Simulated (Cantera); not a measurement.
**Si2H6 + NO + N2 (silicon oxide and oxynitride deposition)**

Feed: 1 mol Si2H6, 17 mol NO, 3.5 mol N2, at 750 Torr.

Method: chemical equilibrium by Gibbs-energy minimisation in Cantera with the NASA 1993 tables (ideal gas, pure condensed phases). Candidate condensed phases: H2O, Si, SiO2, Si2N2O, Si3N4; 35 gas species. The feed counts by its element totals alone. The tables hold silica as quartz up to 1696 K and as liquid above; real silica turns to tridymite and cristobalite and melts near 1996 K. Gases not in the tables: Si(OH)4. Rates play no part.

```csv
T (K),x N2,x O2,x H2O,x NO,x OH,n SiO2(α-quartz),n SiO2(β-quartz)
798,0.600,0.250,0.150,1.84e-6,1.05e-9,2.00,0
848,0.600,0.250,0.150,4.15e-6,4.44e-9,0,2.00
898,0.600,0.250,0.150,8.54e-6,1.60e-8,0,2.00
948,0.600,0.250,0.150,1.63e-5,5.03e-8,0,2.00
998,0.600,0.250,0.150,2.91e-5,1.41e-7,0,2.00
1048,0.600,0.250,0.150,4.93e-5,3.60e-7,0,2.00
1098,0.600,0.250,0.150,7.95e-5,8.42e-7,0,2.00
1148,0.600,0.250,0.150,0.000123,1.83e-6,0,2.00
1198,0.600,0.250,0.150,0.000183,3.73e-6,0,2.00
1248,0.600,0.250,0.150,0.000265,7.17e-6,0,2.00
1298,0.600,0.250,0.150,0.000372,1.31e-5,0,2.00
1348,0.600,0.250,0.150,0.000509,2.30e-5,0,2.00
1398,0.600,0.250,0.150,0.000681,3.86e-5,0,2.00
```
x: gas mole fraction; n: condensed amount in mol.

At 798 K the condensed part is SiO2(α-quartz). From 848 K to 1398 K the condensed part is SiO2(β-quartz).
